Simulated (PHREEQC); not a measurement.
Consider water at 20 °C with 0.041 mol/kgw H3BO3. Closed to the air; pH follows from the charge balance.

Model: ion-association model, phreeqc.dat, run in PHREEQC.

| quantity | before | after |
|---|---|---|
| pH | 5.33 | 5.68 |
| ionic strength (mol/kgw) | 4.65e-6 | 2.08e-6 |
| H2BO3- (mol/kgw) | 4.65e-6 | 2.08e-6 |

Q: Which change was made?
(A) H3BO3 from 0.041 to 0.0451 mol/kgw
(B) temperature from 20 to 75 °C
(C) temperature from 20 to 35 °C
(D) temperature from 20 to 30 °C
(E) diluted 5-fold with water

A: E, diluted 5-fold with water

Precipitation was switched off in this run.
